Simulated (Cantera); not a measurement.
A perfectly stirred reactor is fed with CH4 : C2H6 : C3H8 : O2 : N2 = 1 : 0.27 : 0.095 : 2.85 : 10.7 (molar parts), at 1280 Torr; it is adiabatic with a 750 K inlet, and is followed from long to short residence time, starting on the burning branch (τ in s: 0.37, 0.16, 0.066, 0.028, 0.012, 0.005, 0.0021, 0.0009, 0.00038, 0.00016, 6.9e-05, 2.9e-05, 1.2e-05).

Model: GRI-Mech 3.0 (53 species, 325 reactions), integrated in Cantera.

x: mole fraction; the columns are a selection and need not sum to one.

| τ (s) | T (K) | x CH4 | x C2H6 | x C3H8 | x O | x C2H4 |
|---|---|---|---|---|---|---|
| 0.37 | 2450 | 4.13e-7 | 5.57e-9 | [?] | 0.000242 | 1.77e-8 |
| 0.16 | 2449 | 9.19e-7 | 1.28e-8 | [?] | 0.000253 | 4.03e-8 |
| 0.066 | 2445 | 2.05e-6 | 3.08e-8 | [?] | 0.000279 | 9.45e-8 |
| 0.028 | 2439 | 4.16e-6 | 7.15e-8 | [?] | 0.000331 | 2.09e-7 |
| 0.012 | 2428 | 7.77e-6 | 1.63e-7 | [?] | 0.000431 | 4.40e-7 |
| 0.0050 | 2408 | 1.40e-5 | 3.75e-7 | [?] | 0.000615 | 9.00e-7 |
| 0.0021 | 2379 | 2.48e-5 | 8.47e-7 | [?] | 0.000911 | 1.75e-6 |
| 0.00090 | 2342 | 4.44e-5 | 1.86e-6 | [?] | 0.00132 | 3.23e-6 |
| 0.00038 | 2296 | 8.55e-5 | 4.18e-6 | [?] | 0.00183 | 6.10e-6 |
| 0.00016 | 2246 | 0.000180 | 9.68e-6 | [?] | 0.00231 | 1.23e-5 |
| 6.9e-5 | 2190 | 0.000420 | 2.38e-5 | [?] | 0.00250 | 2.89e-5 |
| 2.9e-5 | 2090 | 0.00146 | 8.35e-5 | [?] | 0.00188 | 0.000125 |
| 1.2e-5 | 750 | 0.0670 | 0.0181 | [?] | <1e-12 | <1e-12 |

Question: Complete the blanks.

Answer: 
- 0.37, x C3H8: 2.39e-9
- 0.16, x C3H8: 5.45e-9
- 0.066, x C3H8: 1.29e-8
- 0.028, x C3H8: 2.90e-8
- 0.012, x C3H8: 6.26e-8
- 0.0050, x C3H8: 1.34e-7
- 0.0021, x C3H8: 2.79e-7
- 0.00090, x C3H8: 5.66e-7
- 0.00038, x C3H8: 1.18e-6
- 0.00016, x C3H8: 2.61e-6
- 6.9e-5, x C3H8: 6.20e-6
- 2.9e-5, x C3H8: 2.10e-5
- 1.2e-5, x C3H8: 0.00637
